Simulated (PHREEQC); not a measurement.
Consider water at 25 °C with 0.017 mol H3BO3 and 4.7e-05 mol NaF per kg of water. Closed to the air; pH follows from the charge balance.

Model: ion-association model, phreeqc.dat, run in PHREEQC.

Each row changes one thing in this solution. This is a speciation only: nothing precipitates in the calculation.

| case | pH | ionic strength (mol/kgw) | H2BO3- (mol/kgw) |
|---|---|---|---|
| as made | 5.52 | 5.00e-5 | 3.26e-6 |
| 0.00024 mol/kgw KBr added | 5.52 | 0.000290 | 3.29e-6 |
| H3BO3 from 0.017 to 0.085 mol/kgw | 5.17 | 5.38e-5 | 7.31e-6 |
| H3BO3 from 0.017 to 0.0034 mol/kgw | 5.87 | 4.84e-5 | 1.45e-6 |
| NaF from 4.7e-05 to 2.35e-05 mol/kgw | 5.51 | 2.66e-5 | 3.20e-6 |
| NaF replaced by Cu(BF4)2 at the same molality | 3.72 | 0.000334 | 5.29e-8 |
| NaF left out | 5.50 | 3.14e-6 | 3.13e-6 |
| 0.0087 mol/kgw HBr added | 2.10 | 0.00870 | 1.36e-9 |
| H3BO3 from 0.017 to 0.0187 mol/kgw | 5.50 | 5.02e-5 | 3.42e-6 |

Species that the database lacks are ignored. Real BF4- forms and hydrolyses slowly; the run takes it at equilibrium.
